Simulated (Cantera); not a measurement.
Source: NASA polynomial tables (part measured, part estimated), evaluated in Cantera. Values are per mole of reaction as written; species without (g) are pure solids or liquids, kept so even where they would boil at 1 bar.

2 CrO₃(g) + 3 N(g) = 2 Cr + 3 NO₂(g), with ΔH° = -729.7 kJ and ΔS° = -224.7 J/K at 300 K.

**Question.** How far is the shortcut ΔG° ≈ ΔH°(300 K) − T·ΔS°(300 K) from the full temperature-dependent value at 1348, 1423, 1498, 1573, 1648, 1723, 1798, 1873, 1948 K?

**Answer.** 
```json
[
 {"T (K)": "1348", "shortcut (kJ)": "-426.9", "full (kJ)": "-414.6", "difference (kJ)": "-12.3", "difference in log10 K": "0.48"},
 {"T (K)": "1423", "shortcut (kJ)": "-410.0", "full (kJ)": "-396.9", "difference (kJ)": "-13.1", "difference in log10 K": "0.48"},
 {"T (K)": "1498", "shortcut (kJ)": "-393.2", "full (kJ)": "-379.3", "difference (kJ)": "-13.8", "difference in log10 K": "0.48"},
 {"T (K)": "1573", "shortcut (kJ)": "-376.3", "full (kJ)": "-361.9", "difference (kJ)": "-14.5", "difference in log10 K": "0.48"},
 {"T (K)": "1648", "shortcut (kJ)": "-359.5", "full (kJ)": "-344.5", "difference (kJ)": "-15.0", "difference in log10 K": "0.48"},
 {"T (K)": "1723", "shortcut (kJ)": "-342.6", "full (kJ)": "-327.2", "difference (kJ)": "-15.5", "difference in log10 K": "0.47"},
 {"T (K)": "1798", "shortcut (kJ)": "-325.8", "full (kJ)": "-310.0", "difference (kJ)": "-15.7", "difference in log10 K": "0.46"},
 {"T (K)": "1873", "shortcut (kJ)": "-308.9", "full (kJ)": "-293.0", "difference (kJ)": "-15.9", "difference in log10 K": "0.44"},
 {"T (K)": "1948", "shortcut (kJ)": "-292.1", "full (kJ)": "-276.1", "difference (kJ)": "-15.9", "difference in log10 K": "0.43"}
]
```
The shortcut ignores the heat-capacity change of the reaction.
